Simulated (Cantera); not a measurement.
Feed: 1 mol CuO, 1.4 mol CH4, 2.2 mol H2, 13 mol CO, held at 7.50 Torr.

These are equilibrium values from Cantera (NASA tables, ideal gas, pure condensed phases), not measurements of a reactor. Candidate condensed phases: C, C6H6, C7H8, C8H18, Cu, CuO, Cu(OH)2, Cu2O, H2O; 113 gas species. Equilibrium is a limit: real reactors are often held back by kinetics, nucleation or transport.

x: gas mole fraction; n: condensed amount in mol.

| T (K) | x CO | x H2 | x H | x Cu | x C2H2 (acetylene) | n C(graphite) |
|---|---|---|---|---|---|---|
| 1998 | 0.697 | 0.245 | 0.00794 | 0.0498 | 0.000186 | 0.393 |
| 2048 | 0.696 | 0.243 | [?] | 0.0497 | [?] | 0.390 |
| 2098 | 0.695 | 0.240 | 0.0151 | 0.0496 | 0.000343 | 0.386 |
| 2148 | 0.693 | 0.237 | 0.0203 | 0.0495 | 0.000454 | 0.382 |
| 2198 | 0.691 | 0.233 | [?] | 0.0493 | [?] | 0.376 |
| 2248 | 0.688 | 0.227 | 0.0350 | 0.0491 | 0.000753 | 0.369 |
| 2298 | 0.684 | 0.221 | 0.0450 | 0.0489 | 0.000945 | 0.361 |
| 2348 | 0.680 | 0.213 | 0.0570 | 0.0486 | 0.00117 | 0.351 |
| 2398 | 0.675 | 0.204 | 0.0712 | 0.0482 | 0.00141 | 0.339 |
| 2448 | 0.669 | 0.194 | 0.0876 | 0.0478 | 0.00167 | 0.326 |
| 2498 | 0.663 | 0.182 | 0.106 | 0.0473 | 0.00195 | 0.310 |
| 2548 | 0.655 | 0.168 | 0.127 | 0.0468 | 0.00222 | 0.291 |
| 2598 | 0.647 | 0.154 | 0.149 | 0.0462 | 0.00248 | 0.266 |

Q: Complete the blanks.

A: 
- 2198, x H: 0.0269
- 2198, x C2H2 (acetylene): 0.000590
- 2048, x H: 0.0110
- 2048, x C2H2 (acetylene): 0.000255
